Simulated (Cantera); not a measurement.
Feed: 1 mol Ca(OH)2, 0.058 mol O2, equilibrated at 1000 °C and 133 Pa.

Cantera equilibrium calculation (NASA polynomials, part measured and part estimated; ideal gas, pure solids and liquids). Candidate condensed phases: Ca, CaO, Ca(OH)2, H2O; 14 gas species. Kinetics and transport are ignored.

Base state: H2O 0.945, O2 0.0548, OH 8.79e-5 (mole fractions); condensed: CaO(s).

**Question.** What changes in the equilibrium state with this change: 0.028 mol CH4 added?

**Answer.** 
| species | before | after |
|---|---|---|
| H2O | 0.945 | 0.972 |
| CO2 | 0 | 0.0258 |
| O2 | 0.0548 | 0.00185 |
| H2 | 5.90e-6 | 3.30e-5 |
| OH | 8.79e-5 | 3.82e-5 |
| CaO(s), mol | 1.00 | 1.00 |
Further candidate phases: C, C6H6, C7H8, C8H18, CaCO3.
